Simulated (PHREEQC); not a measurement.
A PHREEQC speciation (ion-association model, wateq4f.dat) at 25 °C gives pH 11.01 and these molalities:

```csv
species,mol/kgw
Na+,0.0306
CO3-2,0.0122
NaCO3-,0.00340
HCO3-,0.00151
OH-,0.00123
NaHCO3,1.79e-5
CO2,2.79e-8
```

Problem. What are the element totals, and what could have been dissolved in 1 kg of water to give them?

Solution. Several could match; the one computed here: totals C(4) 0.0171, Na 0.0340 mol/kgw, from 0.15 mmol/kgw CO2 and 17 mmol/kgw Na2CO3.

Precipitation was switched off in this run. Complexes and solids missing from the database can't appear.
